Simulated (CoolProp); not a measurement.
Sulfur hexafluoride at several states: density (kg/m³) from the reference equation and from simpler models built on Tc = 45.6 °C, pc = 3.755 MPa, ω = 0.210; each cubic takes its own stable root.

Values from CoolProp's reference Helmholtz-energy equation of state, Guder 2009.

| T (°C) | p (MPa) | phase | reference |
|---|---|---|---|
| 332.45 | 5.92 | supercritical | 175.2 |
| 166.45 | 1.72 | gas | 72.24 |
| 336.15 | 3 | gas | 87.60 |
| 209.45 | 8.8 | supercritical | 368.3 |

Task: How far does each simpler model (Redlich-Kwong, Peng-Robinson) lie from the reference over these 4 states: mean and median of the absolute difference, and the worst?

Result: 
- Redlich-Kwong: mean 2.9 %, median 2.4 %, worst +5.6 % at 209.45 °C and 8.8 MPa
- Peng-Robinson: mean 1.0 %, median 0.9 %, worst +1.5 % at 209.45 °C and 8.8 MPa
